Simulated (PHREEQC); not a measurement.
## Copper plating or etch bath: speciation

Consider water at 80 °C with 0.29 mol/kgw CuCl2, 0.0011 mol/kgw HCl and 6.4e-05 mol/kgw FeCl3. Closed to the air; pH follows from the charge balance.

Computed with PHREEQC (ion-association model, phreeqc.dat).

This is a speciation only: nothing precipitates in the calculation.

Q: Predict the pH.

A: pH 3.05.

Q: In which forms is Cl present?

A: Cl- 61 %, CuCl+ 31 %, CuCl2 7.1 % of the Cl.

The solution is supersaturated, for example in Hematite (slow to form), Goethite (slow to form), so a real one may precipitate; this is no full list. Complexes and solids missing from the database can't appear. Constants without temperature data keep their 25 °C values here.
